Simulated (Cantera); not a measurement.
Cantera run:

```python
import numpy as np
import cantera as ct

gas_names = """
    BF3 NO O NF3
""".split()
cond_names = """
    BN(s)
""".split()


def load(file, names, dense=False):
    # The tables refer to 1 bar. Condensed volumes are neglected.
    table = {s.name: s for s in ct.Species.list_from_file(file)}
    out = []
    for n in names:
        d = dict(table[n].input_data)
        d["thermo"] = dict(d["thermo"], **{"reference-pressure": 1e5})
        if dense:
            d["equation-of-state"] = {"model": "constant-volume", "density": "1e6 g/cm^3"}
        out.append(ct.Species.from_dict(d))
    return out


species = {s.name: s for s in load("nasa_gas.yaml", gas_names) + load("nasa_condensed.yaml", cond_names)}
# Each term lists the table entries of one substance; the one whose range holds T is used.
reactions = {
    'BF3(g) + 2 NO(g) = BN + 2 O(g) + NF3(g)':
        [(-1, ['BF3']), (-2, ['NO']), (1, ['BN(s)']), (2, ['O']), (1, ['NF3'])],
}


def pick(names, T):
    return next(species[n] for n in names if species[n].thermo.min_temp <= T <= species[n].thermo.max_temp)


results = []
for label, terms in reactions.items():
    print(label)
    print("     T/K   dH/kJ  dS/(J/K)   dG/kJ   log10 K")
    for T in [873, 1023, 1173, 1323, 1473, 1623, 1773]:
        used = [(nu, pick(names, T)) for nu, names in terms]
        dH = sum(nu * s.thermo.h(T) for nu, s in used) / 1e6
        dS = sum(nu * s.thermo.s(T) for nu, s in used) / 1e3
        dG = dH - T * dS / 1e3
        logK = -dG * 1e6 / (ct.gas_constant * T * np.log(10))
        results.append((label, T, dH, dS, dG, logK, [s.name for _, s in used]))
        print(f"{T:8g} {dH:8.1f} {dS:8.1f} {dG:8.1f} {logK:8.2f}")
```

Output:

```
BF3(g) + 2 NO(g) = BN + 2 O(g) + NF3(g)
     T/K   dH/kJ  dS/(J/K)   dG/kJ   log10 K
     873   1079.3    -60.0   1131.6   -67.71
    1023   1082.7    -56.4   1140.4   -58.23
    1173   1086.1    -53.3   1148.6   -51.15
    1323   1089.5    -50.5   1156.4   -45.66
    1473   1093.0    -48.0   1163.8   -41.27
    1623   1096.4    -45.8   1170.8   -37.68
    1773   1099.9    -43.8   1177.5   -34.69
```

Standard-state values (1 bar) from the NASA 1993 polynomials, evaluated with Cantera. Condensed species are held in their standard states even where they would react or evaporate.
